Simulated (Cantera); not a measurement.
Mixture: 12.8 % CH₄, 18.3 % O₂, 68.7 % N₂, 0.256 % C₂H₆, at 1300000 Pa, adiabatic and at constant pressure. Ignition delay is the time to a rise of 400 K.

Detailed kinetics in Cantera: GRI-Mech 3.0 (53 species, 325 reactions). The pressure lies above the range GRI-Mech 3.0 was tuned for (to about 10 atm).

Question: Predict: delay at 1050 K; delay at 1150 K; delay at 1250 K; delay at 1350 K; delay at 1450 K; delay at 1550 K; apparent activation energy between 1350 and 1550 K.

Answer: 
```json
{
  "delay at 1050 K": "15.1 ms",
  "delay at 1150 K": "4.43 ms",
  "delay at 1250 K": "1.48 ms",
  "delay at 1350 K": "0.528 ms",
  "delay at 1450 K": "0.197 ms",
  "delay at 1550 K": "76.9 µs",
  "apparent activation energy between 1350 and 1550 K": "170 kJ/mol"
}
```
